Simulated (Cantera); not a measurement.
Input: 1 mol Ti(OiPr)4, 2.4 mol CH4, a varied amount of H2, at 1125 K and 0.0420 bar.

These are equilibrium values from Cantera (NASA tables, ideal gas, pure condensed phases), not measurements of a reactor. Candidate condensed phases: C, C6H6, C7H8, C8H18, H2O, Ti, TiC, TiO, TiO2, Ti2O3, Ti3O5, Ti4O7; 113 gas species. The feed counts by its element totals alone. Condensed phases not in the tables: Magnéli phases beyond Ti4O7. Rates play no part.

x: gas mole fraction; n: condensed amount in mol.

```csv
n(H2) (mol),x H2,x CO,x CH4,x H2O,n C(graphite),n Ti4O7(s),n Ti3O5(s)
23,0.948,0.0510,0.00109,0.000131,12.1,0.250,0
31,0.956,…,0.00111,…,12.1,0.250,0
42,0.963,0.0356,0.00112,9.27e-5,12.1,0.250,0
57,0.970,0.0288,0.00114,7.54e-5,12.1,0.250,0
78,0.976,0.0227,0.00115,5.98e-5,12.0,0.250,0
100,0.980,0.0192,0.00116,5.09e-5,11.9,0,0.333
140,0.984,0.0145,0.00117,3.84e-5,11.9,0,0.333
190,0.988,…,0.00118,…,11.8,0,0.333
260,0.991,0.00829,0.00119,2.22e-5,11.7,0,0.333
350,0.993,0.00628,0.00119,1.68e-5,11.6,0,0.333
```

Task: Complete the blanks.

Result: 
- 190, x CO: 0.0110
- 190, x H2O: 2.94e-5
- 31, x CO: 0.0432
- 31, x H2O: 0.000111
